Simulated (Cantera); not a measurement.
Mixture: CO : H₂ : CH₄ : O₂ : N₂ = 1 : 1.4 : 0.17 : 0.906 : 3.41 (molar parts), at 750 Torr, adiabatic and at constant volume. Ignition delay is the time to a rise of 400 K.

Model: GRI-Mech 3.0 (53 species, 325 reactions), integrated in Cantera. Where the delays flatten at high temperature, the 400 K rule measures the pace of heat release, not the induction time.

Question: What does this change do: CO 1 to 2.7 parts?

Answer: 
| quantity | before | after |
|---|---|---|
| delay at 1225 K | 75.5 µs | 92.5 µs |
| delay at 1425 K | 28.5 µs | 34.9 µs |
| delay at 1625 K | 14.6 µs | 18.0 µs |
| delay at 1825 K | 8.73 µs | 10.9 µs |
| delay at 2025 K | 5.72 µs | 7.46 µs |

Question: What does this change do: pressure from 750 Torr to 25500 Torr?

Answer: 
```tsv
quantity	before	after
delay at 1225 K	75.5 µs	39.1 µs
delay at 1425 K	28.5 µs	2.87 µs
delay at 1625 K	14.6 µs	0.696 µs
delay at 1825 K	8.73 µs	0.318 µs
delay at 2025 K	5.72 µs	0.186 µs
apparent activation energy between 1925 and 2125 K	66 kJ/mol	80 kJ/mol
```
The pressure lies above the range GRI-Mech 3.0 was tuned for (to about 10 atm).
